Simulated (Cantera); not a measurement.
A closed system holds: 1 mol Cr, 26 mol N2, at 702 °C.

Equilibrium computed with Cantera from the NASA thermochemical tables; the gas is ideal and each condensed phase is pure. Candidate condensed phases: Cr, CrN, Cr2N; 4 gas species. Kinetics and transport are ignored.

x: gas mole fraction; n: condensed amount in mol.

| P (Pa) | x N2 | x Cr | n Cr(s) | n Cr2N(s) | n CrN(s) |
|---|---|---|---|---|---|
| 0.100 | 1.00 | (withheld) | 1.000 | 0 | 0 |
| 0.750 | 1.00 | (withheld) | 0 | 0.500 | 0 |
| 5.60 | 1.00 | (withheld) | 0 | 0.500 | 0 |
| 42 | 1.00 | (withheld) | 0 | 0.500 | 0 |
| 320 | 1.00 | <1e-12 | 0 | 0 | 1.00 |
| 2400 | 1.00 | <1e-12 | 0 | 0 | 1.00 |
| 18000 | 1.00 | <1e-12 | 0 | 0 | 1.00 |
| 130000 | 1.00 | <1e-12 | 0 | 0 | 1.00 |
| 1000000 | 1.00 | <1e-12 | 0 | 0 | 1.00 |

### Question
Fill in the missing entries.

### Answer

- 0.100, x Cr: 2.77e-8
- 0.750, x Cr: 2.65e-9
- 5.60, x Cr: 2.15e-10
- 42, x Cr: 1.73e-11
